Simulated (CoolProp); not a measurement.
R143a at 298.15 K and 0.148 MPa is throttled through a valve to 0.0416 MPa with no heat exchange. Each further row changes one setting.

The numbers come from the reference Helmholtz-energy equation of state, Lemmon and Jacobsen 2000 in CoolProp.

| case | temperature change (K) | final density (kg/m³) |
|---|---|---|
| as stated | -2.0 | 1.43 |
| outlet pressure 0.0125 MPa | -2.6 | 0.428 |
| outlet pressure 0.0541 MPa | -1.8 | 1.86 |
